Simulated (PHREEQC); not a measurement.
Solution (80 °C): 150 mmol/kgw KHCO3 and 25 mmol/kgw Na2CO3. Closed to the air; pH follows from the charge balance.

Computed with PHREEQC (ion-association model, phreeqc.dat).

No solid was allowed to form.

### Question
Order these C species by the share of C that they hold, largest first: CO2, NaHCO3, NaCO3-, HCO3-, CO3-2.

### Answer
HCO3- (84 %), NaCO3- (9.3 %), CO3-2 (5.3 %), NaHCO3 (0.60 %), CO2 (0.40 %)

### Question
Order these Na species by the share of Na that they hold, largest first: Na+, NaCO3-, NaHCO3.

### Answer
Na+ (65 %), NaCO3- (33 %), NaHCO3 (2.1 %)

The pH is 8.51 and the ionic strength 0.192 mol/kgw. Species that the database lacks are ignored. Constants without temperature data keep their 25 °C values here.
